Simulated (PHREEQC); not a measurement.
Dissolve 0.0095 mol/kgw HF, 0.0024 mol/kgw NH4F, 0.00017 mol/kgw (NH4)2SiF6 and 9.7e-05 mol/kgw H3PO4 at 25 °C. Closed to the air; pH follows from the charge balance.

Model: ion-association model, phreeqc.dat, run in PHREEQC.

Each row changes one thing in this solution. This is a speciation only: nothing precipitates in the calculation.

```json
[
 {"case": "as made", "pH": "2.83", "ionic strength (mol/kgw)": "0.00450", "HF (mol/kgw)": "0.00788", "F- (mol/kgw)": "0.00380", "HF2- (mol/kgw)": "0.000115", "H2PO4- (mol/kgw)": "8.06e-5", "SI of Quartz (SiO2)": "-4.07"},
 {"case": "HF left out", "pH": "3.87", "ionic strength (mol/kgw)": "0.00291", "HF (mol/kgw)": "0.000521", "F- (mol/kgw)": "0.00273", "HF2- (mol/kgw)": "5.46e-6", "H2PO4- (mol/kgw)": "9.52e-5", "SI of Quartz (SiO2)": "+0.14"},
 {"case": "temperature from 25 to 40 °C", "pH": "2.90", "ionic strength (mol/kgw)": "0.00424", "HF (mol/kgw)": "0.00813", "F- (mol/kgw)": "0.00353", "HF2- (mol/kgw)": "___", "H2PO4- (mol/kgw)": "8.06e-5", "SI of Quartz (SiO2)": "-3.22"},
 {"case": "diluted 10-fold with water", "pH": "3.32", "ionic strength (mol/kgw)": "0.000770", "HF (mol/kgw)": "0.000529", "F- (mol/kgw)": "0.000758", "HF2- (mol/kgw)": "1.54e-6", "H2PO4- (mol/kgw)": "9.08e-6", "SI of Quartz (SiO2)": "-0.80"},
 {"case": "H3PO4 from 9.7e-05 to 1.94e-05 mol/kgw", "pH": "2.83", "ionic strength (mol/kgw)": "0.00448", "HF (mol/kgw)": "0.00783", "F- (mol/kgw)": "0.00383", "HF2- (mol/kgw)": "0.000115", "H2PO4- (mol/kgw)": "1.61e-5", "SI of Quartz (SiO2)": "-4.07"},
 {"case": "HF replaced by KF at the same molality", "pH": "4.62", "ionic strength (mol/kgw)": "___", "HF (mol/kgw)": "0.000378", "F- (mol/kgw)": "0.0120", "HF2- (mol/kgw)": "1.74e-5", "H2PO4- (mol/kgw)": "9.63e-5", "SI of Quartz (SiO2)": "-0.11"},
 {"case": "(NH4)2SiF6 from 0.00017 to 0.000255 mol/kgw", "pH": "2.83", "ionic strength (mol/kgw)": "0.00476", "HF (mol/kgw)": "0.00787", "F- (mol/kgw)": "0.00380", "HF2- (mol/kgw)": "0.000115", "H2PO4- (mol/kgw)": "8.06e-5", "SI of Quartz (SiO2)": "-3.90"}
]
```

Q: What belongs in the gaps?

A: 
- temperature from 25 to 40 °C, HF2- (mol/kgw): 0.000121
- HF replaced by KF at the same molality, ionic strength (mol/kgw): 0.0124

Some of these states are supersaturated (in Quartz (slow to form), for instance). Away from 25 °C the constants follow the database's enthalpies or fits; those with neither stay at their 25 °C values. SiF6-2 is the database's only silicon fluoride.
